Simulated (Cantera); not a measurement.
Boron, boron nitride and boron oxide: B + O₂ + H₂

Input: 1 mol B, 9.9 mol O₂, 2.5 mol H₂.

Cantera equilibrium calculation (NASA polynomials, part measured and part estimated; ideal gas, pure solids and liquids). Candidate condensed phases: B, B₂O₃, B₃O₃H₃, H₂O; 23 gas species. Kinetics and transport are ignored.

### Question
Map the stable condensed phases over T = 898, 973, 1048, 1123, 1198, 1273, 1348, 1423, 1498, 1573, 1648, 1723, 1798, 1873 K and P in Pa = 10, 25, 63, 160, 400, 1000, 2500, 6300, 16000, 40000, 100000.

### Answer
```
T in K \ P in Pa
             10     25     63    160    400   1000   2500   6300  16000  40000 100000
   1873       A      A      A      A      A      A      A      A      A      A      A
   1798       A      A      A      A      A      A      A      A      A      A      A
   1723       A      A      A      A      A      A      A      A      A      A      B
   1648       A      A      A      A      A      A      A      A      B      B      B
   1573       A      A      A      A      A      A      A      B      B      B      B
   1498       A      A      A      A      A      A      B      B      B      B      B
   1423       A      A      A      A      B      B      B      B      B      B      B
   1348       A      A      A      B      B      B      B      B      B      B      B
   1273       A      B      B      B      B      B      B      B      B      B      B
   1198       B      B      B      B      B      B      B      B      B      B      B
   1123       B      B      B      B      B      B      B      B      B      B      B
   1048       B      B      B      B      B      B      B      B      B      B      B
    973       B      B      B      B      B      B      B      B      B      B      B
    898       B      B      B      B      B      B      B      B      B      B      B
```
A: gas only; B: B₂O₃.
